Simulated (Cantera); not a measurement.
# Adiabatic ignition

An adiabatic, constant-volume homogeneous reactor starts with CH₄ : C₂H₆ : O₂ : N₂ : H₂ = 1 : 0.16 : 1.83 : 6.88 : 0.04 (molar parts), equivalence ratio 1.4, at 950 K and 1.00 atm.

Cantera simulation using GRI-Mech 3.0 (53 species, 325 reactions); the numbers are that mechanism's predictions, not measurements. Below about 1000 K GRI-Mech 3.0 lacks low-temperature oxidation paths.

```json
[
 {"t (s)": "2.00e-6", "T (K)": "950", "P (bar)": "1.01", "x CH₄": "0.101", "x C₂H₆": "0.0161", "x O₂": "0.185", "x NO": "<1e-12", "x H₂": "0.00404", "x HCO": "<1e-12", "x C₂H₂": "<1e-12"},
 {"t (s)": "1.03e-5", "T (K)": "950", "P (bar)": "1.01", "x CH₄": "0.101", "x C₂H₆": "0.0161", "x O₂": "0.185", "x NO": "<1e-12", "x H₂": "0.00404", "x HCO": "<1e-12", "x C₂H₂": "<1e-12"},
 {"t (s)": "5.28e-5", "T (K)": "950", "P (bar)": "1.01", "x CH₄": "0.101", "x C₂H₆": "0.0161", "x O₂": "0.185", "x NO": "<1e-12", "x H₂": "0.00404", "x HCO": "<1e-12", "x C₂H₂": "<1e-12"},
 {"t (s)": "0.000271", "T (K)": "950", "P (bar)": "1.01", "x CH₄": "0.101", "x C₂H₆": "0.0161", "x O₂": "0.185", "x NO": "<1e-12", "x H₂": "0.00404", "x HCO": "<1e-12", "x C₂H₂": "<1e-12"},
 {"t (s)": "0.00139", "T (K)": "950", "P (bar)": "1.01", "x CH₄": "0.101", "x C₂H₆": "0.0161", "x O₂": "0.185", "x NO": "<1e-12", "x H₂": "0.00404", "x HCO": "<1e-12", "x C₂H₂": "<1e-12"},
 {"t (s)": "0.00717", "T (K)": "950", "P (bar)": "1.01", "x CH₄": "0.101", "x C₂H₆": "0.0161", "x O₂": "0.185", "x NO": "<1e-12", "x H₂": "0.00404", "x HCO": "<1e-12", "x C₂H₂": "<1e-12"},
 {"t (s)": "0.0368", "T (K)": "950", "P (bar)": "1.01", "x CH₄": "0.101", "x C₂H₆": "0.0161", "x O₂": "0.185", "x NO": "<1e-12", "x H₂": "0.00404", "x HCO": "<1e-12", "x C₂H₂": "<1e-12"},
 {"t (s)": "0.189", "T (K)": "952", "P (bar)": "1.02", "x CH₄": "0.101", "x C₂H₆": "0.0159", "x O₂": "0.184", "x NO": "<1e-12", "x H₂": "0.00409", "x HCO": "2.09e-11", "x C₂H₂": "7.71e-9"},
 {"t (s)": "0.973", "T (K)": "2741", "P (bar)": "3.20", "x CH₄": "1.20e-12", "x C₂H₆": "<1e-12", "x O₂": "0.000827", "x NO": "0.00191", "x H₂": "0.0568", "x HCO": "2.47e-7", "x C₂H₂": "<1e-12"},
 {"t (s)": "5.00", "T (K)": "2741", "P (bar)": "3.20", "x CH₄": "1.20e-12", "x C₂H₆": "<1e-12", "x O₂": "0.000827", "x NO": "0.00191", "x H₂": "0.0568", "x HCO": "2.47e-7", "x C₂H₂": "<1e-12"}
]
```
x: mole fraction; the columns are a selection and need not sum to one.

```json
{
  "time_of_steepest_temperature_rise": "0.299 s",
  "temperature at 5.00 s": "2741 K",
  "equilibrium_temperature": "2741 K",
  "x(CH₄) at 5.00 s": "1.20e-12 (gas-phase equilibrium 1.39e-12)",
  "x(C₂H₆) at 5.00 s": "<1e-12 (gas-phase equilibrium <1e-12)",
  "x(O₂) at 5.00 s": "0.000827 (gas-phase equilibrium 0.000827)"
}
```
